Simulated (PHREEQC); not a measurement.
Consider water at 25 °C with 110 mmol/kgw HCl, 0.31 mmol/kgw LiCl and 0.69 mmol/kgw MgSO4. Closed to the air; pH follows from the charge balance.

Model: ion-association model, phreeqc.dat, run in PHREEQC.

Precipitation was switched off in this run.

Question: Estimate the pH, specific conductance.

Answer: pH 1.05; specific conductance 38700 µS/cm.

Question: In which forms is S present?

Answer: HSO4- 80 %, SO4-2 20 % of the S.

Complexes and solids missing from the database can't appear.
